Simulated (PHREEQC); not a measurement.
Model water analysis in mg/kgw, 14 °C, pH 2.93, pe 12.4: Na 2660; K 1710; Ca 2080; Mg 656; Cl 2690; S(6) as SO4 12200; Al 25.3.

Cl is adjusted to close the charge balance.
Valence states are taken as typed.

Model: ion-association model, wateq4f.dat, run in PHREEQC.

### Question
The ionic strength comes out as 0.350 mol/kgw. What activity coefficients do Mg+2, AlSO4+, HSO4-, NaSO4-, SO4-2 get?

### Answer
Mg+2 0.31, AlSO4+ 0.70, HSO4- 0.70, NaSO4- 0.72, SO4-2 0.24.

This is a speciation only: nothing precipitates in the calculation. Saturation is exceeded, for instance for Gypsum; the values hold only as long as no solid forms. Constants without temperature data keep their 25 °C values here.
